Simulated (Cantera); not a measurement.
Source: NASA polynomial tables (part measured, part estimated), evaluated in Cantera. Values are per mole of reaction as written; species without (g) are pure solids or liquids, kept so even where they would boil at 1 bar.

2 NbO2(g) + NO2(g) → Nb2O5 + NO(g)

```csv
T (K),ΔH° (kJ),ΔS° (J/K),ΔG° (kJ),log10 K
300,-1442.4,-437.7,-1311.1,228.28
398,-1438.7,-426.8,-1268.8,166.51
498,-1434.7,-417.9,-1226.5,128.65
598,-1430.6,-410.5,-1185.1,103.52
698,___,___,___,___
798,___,___,___,___
898,-1417.8,-393.1,-1064.7,61.93
998,___,___,___,___
```

### Question
What belongs in the gaps?

### Answer

- 698, ΔH° (kJ): -1426.4
- 698, ΔS° (J/K): -404.1
- 698, ΔG° (kJ): -1144.4
- 698, log10 K: 85.64
- 798, ΔH° (kJ): -1422.2
- 798, ΔS° (J/K): -398.3
- 798, ΔG° (kJ): -1104.3
- 798, log10 K: 72.28
- 998, ΔH° (kJ): -1413.3
- 998, ΔS° (J/K): -388.4
- 998, ΔG° (kJ): -1025.7
- 998, log10 K: 53.68
